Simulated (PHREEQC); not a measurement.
A solution holds 0.27 mol HF, 0.00035 mol NaF and 0.014 mol H2SiF6 per kg of water, at 20 °C. Closed to the air; pH follows from the charge balance.

Equilibrium calculation in PHREEQC: ion-association model, phreeqc.dat.

Each row changes one thing in this solution. No solid was allowed to form.

| case | pH | ionic strength (mol/kgw) | HF (mol/kgw) | F- (mol/kgw) | HF2- (mol/kgw) |
|---|---|---|---|---|---|
| as made | 1.46 | 0.0548 | 0.251 | 0.00668 | 0.00617 |
| H2SiF6 from 0.014 to 0.0028 mol/kgw | 1.68 | 0.0272 | 0.243 | 0.00991 | 0.00885 |
| NaF left out | 1.46 | 0.0548 | 0.251 | 0.00663 | ? |
| H2SiF6 left out | 1.74 | 0.0209 | 0.240 | 0.0111 | 0.00979 |
| HF from 0.27 to 0.027 mol/kgw | ? | 0.0430 | ? | 0.000950 | 9.16e-5 |
| HF from 0.27 to 0.243 mol/kgw | ? | 0.0534 | 0.227 | 0.00622 | 0.00519 |

Complete the blanks.


- NaF left out, HF2- (mol/kgw): 0.00612
- HF from 0.27 to 0.027 mol/kgw, pH: 1.61
- HF from 0.27 to 0.027 mol/kgw, HF (mol/kgw): 0.0262
- HF from 0.27 to 0.243 mol/kgw, pH: 1.48

Species that the database lacks are ignored. SiF6-2 is the database's only silicon fluoride.
